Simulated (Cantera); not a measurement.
A closed system holds: 1 mol SiCl4, a varied amount of NH3, 83 mol H2, at 76.0 mbar.

Cantera equilibrium calculation (NASA polynomials, part measured and part estimated; ideal gas, pure solids and liquids). Candidate condensed phases: NH4Cl, Si, Si3N4; 28 gas species. Mutual solubility and eutectic melting of coexisting phases are not modelled. The tables' values for SiCl3 are old estimates. Rates play no part.

Task: What condenses at these points (T in °C, n(NH3) in mol): (1127, 0.64); (1277, 0.26); (1177, 0.92); (1052, 0.64); (1227, 0.32); (1052, 1.3)?

Result: 
| T (°C) | n(NH3) in mol | condensed phases | Si condensed (%) |
|---|---|---|---|
| 1127 | 0.64 | Si + Si3N4 | 60.6 |
| 1277 | 0.26 | Si | 58.3 |
| 1177 | 0.92 | Si3N4 | 65.1 |
| 1052 | 0.64 | Si + Si3N4 | 60.5 |
| 1227 | 0.32 | Si + Si3N4 | 59.1 |
| 1052 | 1.3 | Si3N4 | 93.1 |
